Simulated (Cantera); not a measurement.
**Thermodynamics of aluminium nitride and oxide growth, feed AlCl3 + O2 + N2**

A closed system holds: 1 mol AlCl3, 3.2 mol O2, 780 mol N2, held at 0.170 bar.

Equilibrium computed with Cantera from the NASA thermochemical tables; the gas is ideal and each condensed phase is pure. Candidate condensed phases: Al, AlCl3, AlN, Al2O3; 24 gas species. Condensed phases not in the tables: AlOCl. Kinetics and transport are ignored.

```
T (°C)   x N2      x Cl     x O2     x Cl2  n Al2O3(s)
------  -----  --------  -------  --------  ----------
402     0.995   3.20e-8  0.00313   0.00191       0.500
502     0.995   5.45e-7  0.00313   0.00191       0.500
602     0.995   4.88e-6  0.00312   0.00191       0.500
702     0.995   2.80e-5  0.00312   0.00190       0.500
802     0.995  0.000115  0.00312   0.00186       0.500
902     0.995  0.000365  0.00311   0.00173       0.500
1002    0.994  0.000914  0.00310   0.00145       0.500
1102    0.994   0.00180  0.00308   0.00101       0.500
1202    0.994   0.00275  0.00305  0.000532       0.500
1302    0.993   0.00338  0.00300  0.000218       0.500
1402    0.993   0.00366  0.00294   8.04e-5       0.500
1502    0.993   0.00376  0.00286   3.05e-5       0.500
1602    0.993   0.00379  0.00276   1.24e-5       0.500
```
x: gas mole fraction; n: condensed amount in mol.

From 402 °C to 1602 °C the condensed part is Al2O3(s).
